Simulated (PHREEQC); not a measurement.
# Alkaline etch or developer: speciation

Make-up at 25 °C and 100 atm: 0.0025 mol/kgw TMAH and 0.0014 mol/kgw K2CO3. Closed to the air; pH follows from the charge balance.

All values are PHREEQC results (ion-association model, phreeqc.dat), not measurements.

This is a speciation only: nothing precipitates in the calculation.

### Question
Predict the pH.

### Answer
pH 11.33.

### Question
In which forms is C present?

### Answer
CO3-2 94 %, HCO3- 6.4 % of the C.

Species that the database lacks are ignored. Under pressure, the constants of complexes without a molar volume in the database are unreliable. (CH3)4N+ isn't in the database: it is added as a free cation with an ion size of 4 Å.
